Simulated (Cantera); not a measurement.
## Silicon etching in halogen gases: Si + NF3 + N2 + SF6

Charge: 1 mol Si, 2.3 mol NF3, 2.8 mol N2, 4.6 mol SF6, held at 950 °C.

Cantera equilibrium calculation (NASA polynomials, part measured and part estimated; ideal gas, pure solids and liquids). Candidate condensed phases: S, Si, Si3N4; 29 gas species. The tables' values for SF3, SF5 are old estimates; treat these amounts as uncertain. Kinetics and transport are ignored.

From 0.00750 Torr to 750 Torr nothing is condensed. The main Si-bearing gas is SiF4 throughout.

| P (Pa) | x F | x SF6 | x N2 | x SF4 | x SiF4 | x F2 |
|---|---|---|---|---|---|---|
| 1 | 0.560 | 0.00532 | 0.182 | 0.197 | 0.0461 | 8.67e-6 |
| 3.60 | 0.513 | 0.0528 | 0.201 | 0.180 | 0.0510 | 2.62e-5 |
| 13 | 0.381 | 0.202 | 0.256 | 0.0958 | 0.0648 | 5.21e-5 |
| 46 | 0.271 | 0.327 | 0.302 | 0.0245 | 0.0764 | 9.31e-5 |
| 170 | 0.237 | 0.365 | 0.316 | 0.00262 | 0.0799 | 0.000263 |
| 600 | 0.232 | 0.369 | 0.317 | 0.000222 | 0.0804 | 0.000891 |
| 2200 | 0.227 | 0.371 | 0.318 | 1.72e-5 | 0.0806 | 0.00315 |
| 7700 | 0.215 | 0.373 | 0.320 | 1.58e-6 | 0.0811 | 0.00988 |
| 28000 | 0.186 | 0.379 | 0.326 | 1.63e-7 | 0.0825 | 0.0267 |
| 100000 | 0.139 | 0.389 | 0.334 | 2.36e-8 | 0.0846 | 0.0531 |
x: gas mole fraction; nothing condenses.
